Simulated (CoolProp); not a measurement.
Vapour-liquid equilibrium of octamethyltrisiloxane (MDM) (1) + octamethylcyclotetrasiloxane (D4) (2) at 0.193 bar; x and y are mole fractions of (1).

Model: multi-fluid Helmholtz-energy mixture model, Thol 2017 and Thol 2015; pair parameters Bell 2016, in CoolProp.

```json
[
 {"x": "0.05", "bubble temperature, mixture model (°C)": "119.0", "bubble temperature, Raoult's law (°C)": "119.2", "y, mixture model": "0.105", "y, Raoult's law": "0.100"},
 {"x": "0.15", "bubble temperature, mixture model (°C)": "116.0", "bubble temperature, Raoult's law (°C)": "116.3", "y, mixture model": "0.278", "y, Raoult's law": "0.273"},
 {"x": "0.25", "bubble temperature, mixture model (°C)": "113.3", "bubble temperature, Raoult's law (°C)": "113.7", "y, mixture model": "0.417", "y, Raoult's law": "0.418"},
 {"x": "0.35", "bubble temperature, mixture model (°C)": "111.0", "bubble temperature, Raoult's law (°C)": "111.3", "y, mixture model": "0.534", "y, Raoult's law": "0.539"},
 {"x": "0.45", "bubble temperature, mixture model (°C)": "108.9", "bubble temperature, Raoult's law (°C)": "109.1", "y, mixture model": "0.634", "y, Raoult's law": "0.642"},
 {"x": "0.55", "bubble temperature, mixture model (°C)": "106.9", "bubble temperature, Raoult's law (°C)": "107.0", "y, mixture model": "0.721", "y, Raoult's law": "0.730"},
 {"x": "0.65", "bubble temperature, mixture model (°C)": "105.0", "bubble temperature, Raoult's law (°C)": "105.0", "y, mixture model": "0.798", "y, Raoult's law": "0.806"},
 {"x": "0.75", "bubble temperature, mixture model (°C)": "103.2", "bubble temperature, Raoult's law (°C)": "103.2", "y, mixture model": "0.866", "y, Raoult's law": "0.871"},
 {"x": "0.85", "bubble temperature, mixture model (°C)": "101.5", "bubble temperature, Raoult's law (°C)": "101.5", "y, mixture model": "0.925", "y, Raoult's law": "0.928"},
 {"x": "0.95", "bubble temperature, mixture model (°C)": "99.9", "bubble temperature, Raoult's law (°C)": "99.9", "y, mixture model": "0.977", "y, Raoult's law": "0.977"}
]
```

The largest gap from Raoult's law is -0.4 K in bubble temperature, at x = 0.25. No azeotrope shows between x = 0.05 and 0.95.

The pair parameters rest on a limited set of measurements; away from them the model extrapolates.
